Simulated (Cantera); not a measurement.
A perfectly stirred reactor is fed with CH₄ : CO₂ : H₂ = 1 : 0.71 : 0.2 (molar parts), at 1.01 bar; it is held at 2200 K, and followed from long to short residence time.

Detailed kinetics in Cantera: GRI-Mech 3.0 (53 species, 325 reactions).

Q: What does this change do: temperature 2200 to 1700 K?

A: 
```csv
quantity,before,after
x(CH₄) at τ = 0.500 s,0.00180,0.0483
x(CO₂) at τ = 0.500 s,0.000356,0.0333
x(H₂) at τ = 0.500 s,0.560,0.410
x(HO₂) at τ = 0.500 s,<1e-12,<1e-12
x(CH₂CO) at τ = 0.500 s,1.91e-6,2.90e-5
x(CH₄) at τ = 5.20 ms,0.0153,0.352
x(CO₂) at τ = 5.20 ms,0.0136,0.297
x(H₂) at τ = 5.20 ms,0.484,0.224
x(HO₂) at τ = 5.20 ms,2.75e-11,<1e-12
x(CH₂CO) at τ = 5.20 ms,5.47e-5,9.00e-6
```
